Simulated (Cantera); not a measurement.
A freely propagating, adiabatic, planar premixed flame of CH4 : C2H6 : O2 : N2 = 1 : 0.11 : 1.7 : 6.41 (molar parts), equivalence ratio 1.4, unburnt at 698 K and 101000 Pa; mixture-averaged transport, grid criteria slope 0.08 and curve 0.16, no radiation.

Cantera simulation using GRI-Mech 3.0 (53 species, 325 reactions); the numbers are that mechanism's predictions, not measurements. Burning velocities carry a grid error of a few per cent, more on coarse grids.

### Question
What does this change do: 0.86 parts H2 added?

### Answer
| quantity | before | after |
|---|---|---|
| laminar burning velocity | 116 cm/s | 101 cm/s |
| thermal thickness | 0.391 mm | 0.497 mm |
| peak x(C2H2) | 0.00213 | 0.00352 |
| peak x(O) | 0.000462 | 0.000147 |
